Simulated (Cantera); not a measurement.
Feed: 1 mol CH3F, 0.012 mol CH4, held at 1173 K and 0.0113 Torr.

Cantera equilibrium calculation (NASA polynomials, part measured and part estimated; ideal gas, pure solids and liquids). Candidate condensed phases: C, C6H6, C7H8, C8H18; 95 gas species. Equilibrium is a limit: real reactors are often held back by kinetics, nucleation or transport.

Problem. What is the equilibrium state?

Solution. 
```json
{
  "x(H2)": "0.506",
  "x(HF)": "0.494",
  "x(H)": "2.17e-5",
  "n(C(graphite))": "1.01 mol",
  "gas_amount": "2.024 mol"
}
```
